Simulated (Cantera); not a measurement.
Input: 1 mol CH₃F, 0.096 mol H₂, held at 2275 °C and 10.0 Torr.

Method: chemical equilibrium by Gibbs-energy minimisation in Cantera with the NASA 1993 tables (ideal gas, pure condensed phases). Candidate condensed phases: C, C₆H₆, C₇H₈, C₈H₁₈; 95 gas species. Rates play no part.

Base state: HF 0.436, H₂ 0.390, H 0.167, C₂H₂ (acetylene) 0.00515, F 0.000443, C₂H 0.000175, C₃ 7.77e-5, C₄H₂ 2.81e-5 (mole fractions); condensed: C(graphite).

Task: What changes in the equilibrium state with this change: temperature from 2275 °C to 2100 °C?

Result: 
```csv
species,before,after
H₂,0.390,0.458
HF,0.436,0.457
H,0.167,0.0819
C₃,7.77e-5,4.64e-6
C,2.39e-5,1.99e-6
C₂H,0.000175,2.72e-5
"C(graphite), mol",0.975,0.987
```
